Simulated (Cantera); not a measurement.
Charge: 1 mol H₂S, 0.56 mol O₂, equilibrated at 2527 °C and 40.0 Pa.

Equilibrium computed with Cantera from the NASA thermochemical tables; the gas is ideal and each condensed phase is pure. Candidate condensed phases: H₂O, H₂SO₄, S; 19 gas species. The numbers say what is thermodynamically allowed, not how fast it happens.

Base state: H 0.490, O 0.213, S 0.205, SO 0.0548, H₂ 0.0144, OH 0.00994, O₂ 0.00617, SO₂ 0.00327 (mole fractions); condensed: gas only.

Q: What changes in the equilibrium state with this change: O₂ from 0.56 to 3.1 mol?

A: 
```tsv
species	before	after
O	0.213	0.589
H	0.490	0.225
S	0.205	0.0658
O₂	0.00617	0.0470
H₂	0.0144	0.00303
OH	0.00994	0.0126
SO	0.0548	0.0485
S₂	0.000921	9.48e-5
SH	0.000918	0.000135
SO₂	0.00327	0.00799
H₂O	0.00104	0.000604
```
